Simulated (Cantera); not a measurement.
A perfectly stirred reactor is fed with H₂ : O₂ : N₂ = 0.46 : 1 : 4.2 (molar parts), equivalence ratio 0.23, at 0.310 bar; it is held at 1250 K, and followed from long to short residence time.

Cantera simulation using GRI-Mech 3.0 (53 species, 325 reactions); the numbers are that mechanism's predictions, not measurements. The temperature is held fixed by assumption; the heat of reaction is taken as removed at once.

x: mole fraction; the columns are a selection and need not sum to one.

| τ (s) | x H₂ | x O₂ | x NO₂ | x H₂O₂ | x NO |
|---|---|---|---|---|---|
| 9.0 | 1.59e-5 | 0.142 | 8.55e-9 | 8.10e-8 | 8.46e-7 |
| 3.1 | 3.22e-5 | 0.142 | 6.17e-9 | 1.35e-7 | 6.46e-7 |
| 1.1 | 6.36e-5 | 0.142 | 3.76e-9 | 2.15e-7 | 4.65e-7 |
| 0.38 | 0.000127 | 0.142 | 2.04e-9 | 3.36e-7 | 3.33e-7 |
| 0.13 | 0.000254 | 0.142 | 1.13e-9 | 5.07e-7 | 2.73e-7 |
| 0.046 | 0.000488 | 0.142 | 7.69e-10 | 7.28e-7 | 2.97e-7 |
| 0.016 | 0.000932 | 0.142 | 6.46e-10 | 1.01e-6 | 4.32e-7 |
| 0.0056 | (withheld) | 0.141 | 6.03e-10 | (withheld) | (withheld) |
| 0.0020 | 0.00318 | 0.141 | 5.64e-10 | 1.65e-6 | 1.20e-6 |
| 0.00068 | (withheld) | 0.141 | 4.88e-10 | 1.91e-6 | (withheld) |
| 0.00024 | 0.0105 | 0.142 | 3.53e-10 | 2.04e-6 | 2.09e-6 |

Question: Fill in the missing entries.

Answer: 
- 0.0056, x H₂: 0.00175
- 0.0056, x H₂O₂: 1.33e-6
- 0.0056, x NO: 7.23e-7
- 0.00068, x H₂: 0.00588
- 0.00068, x NO: 1.82e-6
